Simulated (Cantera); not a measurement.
Charge: 1 mol Cu, 0.29 mol H₂O, 13 mol H₂, equilibrated at 7430 Torr.

Cantera equilibrium calculation (NASA polynomials, part measured and part estimated; ideal gas, pure solids and liquids). Candidate condensed phases: Cu, CuO, Cu(OH)₂, Cu₂O, H₂O; 12 gas species. Equilibrium is a limit: real reactors are often held back by kinetics, nucleation or transport. All values below are at 925 K.

Base state: H₂ 0.978, H₂O 0.0218 (mole fractions); condensed: Cu(s).

What changes in the equilibrium state with this change: Cu replaced by Pb?


| species | before | after |
|---|---|---|
| H₂ | 0.978 | 0.978 |
| H₂O | 0.0218 | 0.0218 |
| Cu(s), mol | 1.00 | 0 |
| Pb(l), mol | 0 | 1.000 |
Further candidate phases: Pb, PbO, PbO₂, Pb₃O₄.
